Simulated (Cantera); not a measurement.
# Ignition delay

Mixture: CH4 : CO : O2 : N2 = 1 : 0.069 : 2.95 : 13.9 (molar parts), equivalence ratio 0.69, at 1.00 bar, adiabatic and at constant volume. Ignition delay is the time to a rise of 400 K.

Cantera simulation using GRI-Mech 3.0 (53 species, 325 reactions); the numbers are that mechanism's predictions, not measurements.

| T0 (K) | delay (ms) |
|---|---|
| 1150 | 97.4 |
| 1250 | 22.7 |
| 1350 | 6.16 |
| 1450 | 1.96 |
| 1550 | 0.738 |
| 1650 | 0.325 |
| 1750 | 0.163 |

- apparent activation energy between 1550 and 1750 K = 170 kJ/mol
